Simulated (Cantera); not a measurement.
Cantera run:

```python
import numpy as np
import cantera as ct

gas_names = """
    H H2 N NH NH2 NH3 N2 N2H2 N2H4 Si SiH SiH2 SiH3 SiH4 SiN Si2 Si2N Si3
""".split()
cond_names = """
    Si(cr) Si(L) Si3N4(a)
""".split()


# ... load() reads the species with a 1 bar reference pressure and builds the phases ...
atoms = {
    'trisilylamine': {'Si': 3, 'N': 1, 'H': 9},
    'NH3': {'N': 1, 'H': 3},
}
top_T = {'Si3N4(a)': 2400}  # K; cautious upper limits of use, not melting points


# ... equilibrate(T, P, feed) seeds the gas with the atoms and calls Mixture.equilibrate('TP', solver="vcs", rtol=1e-11, max_steps=5000) ...
results = []
P = 15  # Pa
for T in [1150, 1175, 1200, 1225, 1250, 1275, 1300, 1325, 1350, 1375, 1400, 1425, 1450]:
    for m in [0.2, 0.33, 0.54, 0.89, 1.5, 2.4, 3.9, 6.5, 11, 17]:
        feed = {'trisilylamine': 1, 'NH3': m}  # mol
        mix = equilibrate(T, P, feed)
        results.append((T, P, feed, dict(zip(mix.species_names, mix.species_moles))))

for T, P, feed, n in results:
    print(f"{T:7g} {feed['NH3']:10.4g}  " + (" + ".join(c for c in cond_names if n.get(c, 0) > 1e-12) or "gas only"))
```

It prints:

```
   1150        0.2  Si(cr) + Si3N4(a)
   1150       0.33  Si(cr) + Si3N4(a)
   1150       0.54  Si(cr) + Si3N4(a)
   1150       0.89  Si(cr) + Si3N4(a)
   1150        1.5  Si(cr) + Si3N4(a)
   1150        2.4  Si(cr) + Si3N4(a)
   1150        3.9  Si3N4(a)
   1150        6.5  Si3N4(a)
   1150         11  Si3N4(a)
   1150         17  Si3N4(a)
   1175        0.2  Si(cr) + Si3N4(a)
   1175       0.33  Si(cr) + Si3N4(a)
   1175       0.54  Si(cr) + Si3N4(a)
   1175       0.89  Si(cr) + Si3N4(a)
   1175        1.5  Si(cr) + Si3N4(a)
   1175        2.4  Si(cr) + Si3N4(a)
   1175        3.9  Si3N4(a)
   1175        6.5  Si3N4(a)
   1175         11  Si3N4(a)
   1175         17  Si3N4(a)
   1200        0.2  Si(cr) + Si3N4(a)
   1200       0.33  Si(cr) + Si3N4(a)
   1200       0.54  Si(cr) + Si3N4(a)
   1200       0.89  Si(cr) + Si3N4(a)
   1200        1.5  Si(cr) + Si3N4(a)
   1200        2.4  Si(cr) + Si3N4(a)
   1200        3.9  Si3N4(a)
   1200        6.5  Si3N4(a)
   1200         11  Si3N4(a)
   1200         17  Si3N4(a)
   1225        0.2  Si(cr) + Si3N4(a)
   1225       0.33  Si(cr) + Si3N4(a)
   1225       0.54  Si(cr) + Si3N4(a)
   1225       0.89  Si(cr) + Si3N4(a)
   1225        1.5  Si(cr) + Si3N4(a)
   1225        2.4  Si(cr) + Si3N4(a)
   1225        3.9  Si3N4(a)
   1225        6.5  Si3N4(a)
   1225         11  Si3N4(a)
   1225         17  Si3N4(a)
   1250        0.2  Si(cr) + Si3N4(a)
   1250       0.33  Si(cr) + Si3N4(a)
   1250       0.54  Si(cr) + Si3N4(a)
   1250       0.89  Si(cr) + Si3N4(a)
   1250        1.5  Si(cr) + Si3N4(a)
   1250        2.4  Si(cr) + Si3N4(a)
   1250        3.9  Si3N4(a)
   1250        6.5  Si3N4(a)
   1250         11  Si3N4(a)
   1250         17  Si3N4(a)
   1275        0.2  Si(cr) + Si3N4(a)
   1275       0.33  Si(cr) + Si3N4(a)
   1275       0.54  Si(cr) + Si3N4(a)
   1275       0.89  Si(cr) + Si3N4(a)
   1275        1.5  Si(cr) + Si3N4(a)
   1275        2.4  Si(cr) + Si3N4(a)
   1275        3.9  Si3N4(a)
   1275        6.5  Si3N4(a)
   1275         11  Si3N4(a)
   1275         17  Si3N4(a)
   1300        0.2  Si(cr) + Si3N4(a)
   1300       0.33  Si(cr) + Si3N4(a)
   1300       0.54  Si(cr) + Si3N4(a)
   1300       0.89  Si(cr) + Si3N4(a)
   1300        1.5  Si(cr) + Si3N4(a)
   1300        2.4  Si(cr) + Si3N4(a)
   1300        3.9  Si3N4(a)
   1300        6.5  Si3N4(a)
   1300         11  Si3N4(a)
   1300         17  Si3N4(a)
   1325        0.2  Si(cr) + Si3N4(a)
   1325       0.33  Si(cr) + Si3N4(a)
   1325       0.54  Si(cr) + Si3N4(a)
   1325       0.89  Si(cr) + Si3N4(a)
   1325        1.5  Si(cr) + Si3N4(a)
   1325        2.4  Si(cr) + Si3N4(a)
   1325        3.9  Si3N4(a)
   1325        6.5  Si3N4(a)
   1325         11  Si3N4(a)
   1325         17  Si3N4(a)
   1350        0.2  Si(cr) + Si3N4(a)
   1350       0.33  Si(cr) + Si3N4(a)
   1350       0.54  Si(cr) + Si3N4(a)
   1350       0.89  Si(cr) + Si3N4(a)
   1350        1.5  Si(cr) + Si3N4(a)
   1350        2.4  Si(cr) + Si3N4(a)
   1350        3.9  Si3N4(a)
   1350        6.5  Si3N4(a)
   1350         11  Si3N4(a)
   1350         17  Si3N4(a)
   1375        0.2  Si(cr) + Si3N4(a)
   1375       0.33  Si(cr) + Si3N4(a)
   1375       0.54  Si(cr) + Si3N4(a)
   1375       0.89  Si(cr) + Si3N4(a)
   1375        1.5  Si(cr) + Si3N4(a)
   1375        2.4  Si(cr) + Si3N4(a)
   1375        3.9  Si3N4(a)
   1375        6.5  Si3N4(a)
   1375         11  Si3N4(a)
   1375         17  Si3N4(a)
   1400        0.2  Si(cr) + Si3N4(a)
   1400       0.33  Si(cr) + Si3N4(a)
   1400       0.54  Si(cr) + Si3N4(a)
   1400       0.89  Si(cr) + Si3N4(a)
   1400        1.5  Si(cr) + Si3N4(a)
   1400        2.4  Si(cr) + Si3N4(a)
   1400        3.9  Si3N4(a)
   1400        6.5  Si3N4(a)
   1400         11  Si3N4(a)
   1400         17  Si3N4(a)
   1425        0.2  Si(cr) + Si3N4(a)
   1425       0.33  Si(cr) + Si3N4(a)
   1425       0.54  Si(cr) + Si3N4(a)
   1425       0.89  Si(cr) + Si3N4(a)
   1425        1.5  Si(cr) + Si3N4(a)
   1425        2.4  Si(cr) + Si3N4(a)
   1425        3.9  Si(cr) + Si3N4(a)
   1425        6.5  Si3N4(a)
   1425         11  Si3N4(a)
   1425         17  Si3N4(a)
   1450        0.2  Si(cr)
   1450       0.33  Si(cr) + Si3N4(a)
   1450       0.54  Si(cr) + Si3N4(a)
   1450       0.89  Si(cr) + Si3N4(a)
   1450        1.5  Si(cr) + Si3N4(a)
   1450        2.4  Si(cr) + Si3N4(a)
   1450        3.9  Si(cr) + Si3N4(a)
   1450        6.5  Si(cr) + Si3N4(a)
   1450         11  Si3N4(a)
   1450         17  Si3N4(a)
```

Method: chemical equilibrium by Gibbs-energy minimisation in Cantera with the NASA 1993 tables (ideal gas, pure condensed phases). The feed counts by its element totals alone. Mutual solubility and eutectic melting of coexisting phases are not modelled.
